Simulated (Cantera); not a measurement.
Charge: 1 mol Si2H6, 8.8 mol N2O, held at 0.975 Torr.

These are equilibrium values from Cantera (NASA tables, ideal gas, pure condensed phases), not measurements of a reactor. Candidate condensed phases: H2O, Si, SiO2, Si2N2O, Si3N4; 35 gas species. The feed counts by its element totals alone. Kinetics and transport are ignored.

x: gas mole fraction; n: condensed amount in mol.

```
T (°C)   x N2  x H2O    x O2     x NO      x OH    x NO2  n SiO2(α-quartz)  n SiO2(β-quartz)
------  -----  -----  ------  -------  --------  -------  ----------------  ----------------
350     0.693  0.236  0.0709  2.20e-8  5.34e-12  1.72e-9              2.00                 0
375     0.693  0.236  0.0709  4.35e-8  1.78e-11  2.20e-9              2.00                 0
400     0.693  0.236  0.0709  8.17e-8  5.43e-11  2.76e-9              2.00                 0
425     0.693  0.236  0.0709      [?]       [?]      [?]              2.00                 0
450     0.693  0.236  0.0709  2.53e-7  4.02e-10  4.16e-9              2.00                 0
475     0.693  0.236  0.0709      [?]       [?]      [?]              2.00                 0
500     0.693  0.236  0.0709  6.75e-7   2.30e-9  5.94e-9              2.00                 0
525     0.693  0.236  0.0709  1.05e-6   5.06e-9  6.99e-9              2.00                 0
550     0.693  0.236  0.0709  1.60e-6   1.06e-8  8.13e-9              2.00                 0
575     0.693  0.236  0.0709  2.38e-6   2.14e-8  9.39e-9                 0              2.00
600     0.693  0.236  0.0709  3.44e-6   4.14e-8  1.07e-8                 0              2.00
625     0.693  0.236  0.0709  4.89e-6   7.71e-8  1.22e-8                 0              2.00
```

Problem. Fill in the missing entries.

Solution. 
- 475, x NO: 4.20e-7
- 475, x OH: 9.89e-10
- 475, x NO2: 5.00e-9
- 425, x NO: 1.47e-7
- 425, x OH: 1.53e-10
- 425, x NO2: 3.41e-9
